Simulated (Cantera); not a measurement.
A freely propagating, adiabatic, planar premixed flame of CH₄ : O₂ : N₂ = 1 : 2.82 : 10.6 (molar parts), unburnt at 350 K and 0.188 atm; mixture-averaged transport, grid criteria slope 0.08 and curve 0.16, no radiation.

Cantera simulation using GRI-Mech 3.0 (53 species, 325 reactions); the numbers are that mechanism's predictions, not measurements. Burning velocities carry a grid error of a few per cent, more on coarse grids.

### Question
What does this change do: 0.93 parts CO2 added?

### Answer
```
quantity                     before      after
------------------------  ---------  ---------
laminar burning velocity  49.1 cm/s  32.8 cm/s
thermal thickness           2.06 mm    2.66 mm
peak x(H)                   0.00581    0.00369
peak x(CO)                   0.0332     0.0294
peak x(HCN)                 2.30e-7    1.24e-7
peak x(O)                   0.00566    0.00378
```

### Question
What does this change do: N2 10.6 to 8 parts?

### Answer
| quantity | before | after |
|---|---|---|
| laminar burning velocity | 49.1 cm/s | 79.5 cm/s |
| thermal thickness | 2.06 mm | 1.49 mm |
| peak x(H) | 0.00581 | 0.00923 |
| peak x(CO) | 0.0332 | 0.0452 |
| peak x(HCN) | 2.30e-7 | 4.00e-7 |
| peak x(O) | 0.00566 | 0.00949 |
